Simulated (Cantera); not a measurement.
A closed system holds: 1 mol Ta₂O₅, 2.3 mol CH₄, 0.011 mol CO, held at 0.623 Torr.

Equilibrium computed with Cantera from the NASA thermochemical tables; the gas is ideal and each condensed phase is pure. Candidate condensed phases: C, C₆H₆, C₇H₈, C₈H₁₈, H₂O, Ta, TaC, Ta₂O₅; 113 gas species. Mutual solubility and eutectic melting of coexisting phases are not modelled. TaC: taken at fixed stoichiometry. Condensed phases not in the tables: Ta₂C, N, O or C dissolved in the metal. Rates play no part.

x: gas mole fraction; n: condensed amount in mol.

```tsv
T (K)	x H₂	x CO	x H	x TaO₂	x TaO	n C(graphite)	n TaC(s)	n Ta₂O₅(s)	n Ta(s)	n Ta₂O₅(l)
873	0.991	0.00824	1.62e-9	<1e-12	<1e-12	2.26	0.0109	0.995	0	0
973	0.763	0.236	3.28e-8	<1e-12	<1e-12	0.321	0.566	0.717	0	0
1073	0.735	0.264	4.17e-7	<1e-12	<1e-12	0	0.657	0.671	0	0
1173	0.735	0.264	3.51e-6	<1e-12	<1e-12	0	0.658	0.671	0	0
1273	0.735	0.264	2.12e-5	<1e-12	<1e-12	0	0.658	0.671	0	0
1373	0.735	0.264	9.91e-5	3.45e-11	<1e-12	0	0.658	0.671	0	0
1473	0.735	0.264	0.000376	1.70e-9	(withheld)	0	0.658	0.671	0	0
1573	0.734	0.264	0.00121	5.01e-8	(withheld)	0	0.658	0.671	0	0
1673	0.732	0.264	0.00338	9.75e-7	(withheld)	0	0.658	0.671	0	0
1773	0.728	0.263	0.00842	1.34e-5	(withheld)	0	0.658	0.671	0	0
1873	0.650	0.331	0.0181	0.000119	(withheld)	0	0	0.539	0.922	0
1973	0.633	0.328	0.0373	0.000787	(withheld)	0	0	0.536	0.922	0
2073	0.602	0.321	0.0708	0.00422	(withheld)	0	0	0	0.915	0.524
2173	0.547	0.307	0.124	0.0172	(withheld)	0	0	0	0.885	0.480
```

### Question
Some entries are withheld; supply them.

### Answer

- 1473, x TaO: 6.00e-11
- 1573, x TaO: 3.20e-9
- 1673, x TaO: 1.05e-7
- 1773, x TaO: 2.30e-6
- 1873, x TaO: 2.31e-5
- 1973, x TaO: 0.000151
- 2073, x TaO: 0.000811
- 2173, x TaO: 0.00351
